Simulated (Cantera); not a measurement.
Stirred combustor or abatement burner

A perfectly stirred reactor is fed with 3.28 % C₂H₄, 20.1 % O₂, 75.5 % N₂, 1.08 % H₂O, at 10.0 bar; it is adiabatic with a 725 K inlet, and is followed from long to short residence time, starting on the burning branch (τ in s: 0.059, 0.023, 0.009, 0.0035, 0.0014, 0.00054, 0.00021, 8.2e-05, 3.2e-05).

Detailed kinetics in Cantera: GRI-Mech 3.0 (53 species, 325 reactions). GRI-Mech 3.0 was tuned for natural gas; its chemistry of ethylene as a main component is partial and can be far from experiment.

| τ (s) | T (K) | x C₂H₄ | x O₂ | x C₂H | x CO | x HCO | x N₂O | x H₂ |
|---|---|---|---|---|---|---|---|---|
| 0.059 | 1911 | 1.79e-6 | 0.102 | 7.75e-10 | 0.000110 | 1.66e-9 | 8.69e-7 | 1.49e-5 |
| 0.023 | 1910 | 4.02e-6 | 0.102 | 1.77e-9 | 0.000201 | 4.26e-9 | 1.08e-6 | 2.02e-5 |
| 0.0090 | 1908 | 8.30e-6 | 0.102 | 3.72e-9 | 0.000385 | 1.10e-8 | 1.51e-6 | 3.12e-5 |
| 0.0035 | 1903 | 1.61e-5 | 0.103 | 7.26e-9 | 0.000742 | 2.89e-8 | 2.22e-6 | 5.29e-5 |
| 0.0014 | 1896 | 2.93e-5 | 0.103 | 1.30e-8 | 0.00140 | 7.54e-8 | 3.12e-6 | 9.18e-5 |
| 0.00054 | 1882 | 5.39e-5 | 0.103 | 2.21e-8 | 0.00268 | 2.08e-7 | 3.89e-6 | 0.000165 |
| 0.00021 | 1856 | 9.98e-5 | 0.105 | 3.45e-8 | 0.00514 | 5.81e-7 | 4.03e-6 | 0.000293 |
| 8.2e-5 | 1809 | 0.000199 | 0.107 | 4.78e-8 | 0.00993 | 1.63e-6 | 3.45e-6 | 0.000513 |
| 3.2e-5 | 1705 | 0.000551 | 0.114 | 5.11e-8 | 0.0207 | 4.67e-6 | 2.10e-6 | 0.000961 |
x: mole fraction; the columns are a selection and need not sum to one.
